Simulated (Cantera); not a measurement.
A closed system holds: 1 mol SiH₂Cl₂, 4.2 mol HCl, 17 mol N₂, held at 0.00750 bar.

These are equilibrium values from Cantera (NASA tables, ideal gas, pure condensed phases), not measurements of a reactor. Candidate condensed phases: NH₄Cl, Si, Si₃N₄; 28 gas species. N₂ is the only nitrogen source here; it is nearly inert below about 1500 K, so the nitride shown seldom forms there in practice. Equilibrium is a limit: real reactors are often held back by kinetics, nucleation or transport.

**Question.** What share of the Si ends up in condensed phases as a function of T (°C), at 825, 875, 925, 975, 1025, 1075, 1125, 1175, 1225, 1275, 1325, 1375?

**Answer.** 
| T (°C) | Si condensed (%) | as |
|---|---|---|
| 825 | 46.1 | Si₃N₄(s) |
| 875 | 47.3 | Si₃N₄(s) |
| 925 | 47.7 | Si₃N₄(s) |
| 975 | 46.8 | Si₃N₄(s) |
| 1025 | 43.2 | Si₃N₄(s) |
| 1075 | 34.9 | Si₃N₄(s) |
| 1125 | 19.9 | Si₃N₄(s) |
| 1175 | 0.0 | - |
| 1225 | 0.0 | - |
| 1275 | 0.0 | - |
| 1325 | 0.0 | - |
| 1375 | 0.0 | - |
